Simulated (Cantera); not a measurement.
A Cantera script and its output.

```python
import numpy as np
import cantera as ct

gas = ct.Solution("gri30.yaml")
gas.TPX = 1725, 100000, {'CH3OH': 1, 'O2': 1.25, 'N2': 4.7, 'CO2': 0.37}
reactor = ct.IdealGasConstPressureReactor(gas, energy="on", clone=False)
net = ct.ReactorNet([reactor])
net.rtol, net.atol = 1e-08, 1e-16
show = ['CH3OH', 'O2', 'CO2', 'HCN', 'NO', 'CH2', 'N2O']
times = np.geomspace(3e-06, 0.2, 12)

steps = ct.SolutionArray(gas, extra=["t"])
rows = []
print(f"{'t/s':>10s}{'T/K':>9s}{'P/Pa':>11s}" + "".join(f"{s:>11s}" for s in show))
for t in times:
    while net.time < t:
        t_next = net.step()
        steps.append(gas.state, t=t_next)
    rows.append([np.interp(t, steps.t, y) for y in (steps.T, steps.P, *steps(*show).X.T)])
    print(f"{t:10.3e}{rows[-1][0]:9.1f}{rows[-1][1]:11.4g}" + "".join(f"{x:11.3e}" for x in rows[-1][2:]))
rate = np.gradient(steps.T, steps.t)
print("integrator steps:", len(steps.t))
if steps.T.max() > steps.T[0] + 200:
    print(f"time of steepest temperature rise: {steps.t[rate.argmax()]:.4e} s")
gas.TPX = 1725, 100000, {'CH3OH': 1, 'O2': 1.25, 'N2': 4.7, 'CO2': 0.37}
gas.equilibrate("HP")
print(f"equilibrium (HP): T = {gas.T:.1f} K  " + "  ".join(f"{s} {gas[s].X[0]:.3e}" for s in show))
```

Result:

```
       t/s      T/K       P/Pa      CH3OH         O2        CO2        HCN         NO        CH2        N2O
 3.000e-06   1724.6      1e+05  1.356e-01  1.701e-01  5.054e-02  9.488e-12  8.148e-12  1.894e-06  1.312e-09
 8.235e-06   1726.1      1e+05  1.327e-01  1.684e-01  5.048e-02  4.230e-11  3.758e-11  1.908e-06  1.122e-08
 2.260e-05   1767.0      1e+05  1.069e-01  1.546e-01  4.972e-02  4.291e-10  3.662e-10  2.813e-06  9.430e-08
 6.205e-05   2367.9      1e+05  7.018e-16  2.788e-02  6.912e-02  3.352e-11  2.906e-05  1.125e-14  8.735e-08
 1.703e-04   2630.2      1e+05  5.421e-16  2.125e-02  7.759e-02  1.858e-10  2.799e-04  2.992e-14  1.817e-07
 4.675e-04   2747.3      1e+05  5.927e-16  1.734e-02  8.321e-02  8.153e-10  1.287e-03  5.453e-14  2.998e-07
 1.283e-03   2748.6      1e+05  6.140e-16  1.639e-02  8.325e-02  1.624e-09  3.710e-03  5.618e-14  3.163e-07
 3.523e-03   2743.5      1e+05  6.345e-16  1.542e-02  8.293e-02  2.618e-09  6.798e-03  5.607e-14  3.472e-07
 9.670e-03   2742.1      1e+05  6.404e-16  1.515e-02  8.284e-02  2.897e-09  7.651e-03  5.602e-14  3.593e-07
 2.654e-02   2742.0      1e+05  6.404e-16  1.515e-02  8.284e-02  2.900e-09  7.661e-03  5.602e-14  3.594e-07
 7.286e-02   2742.0      1e+05  6.404e-16  1.515e-02  8.284e-02  2.900e-09  7.661e-03  5.602e-14  3.594e-07
 2.000e-01   2742.0      1e+05  6.404e-16  1.515e-02  8.284e-02  2.900e-09  7.661e-03  5.602e-14  3.594e-07
integrator steps: 1572
time of steepest temperature rise: 3.8745e-05 s
equilibrium (HP): T = 2742.0 K  CH3OH 6.671e-16  O2 1.515e-02  CO2 8.284e-02  HCN 2.900e-09  NO 7.661e-03  CH2 6.002e-14  N2O 3.594e-07
```

Detailed kinetics in Cantera: GRI-Mech 3.0 (53 species, 325 reactions). GRI-Mech 3.0 was tuned for natural gas; its chemistry of methanol as a main component is partial and can be far from experiment.
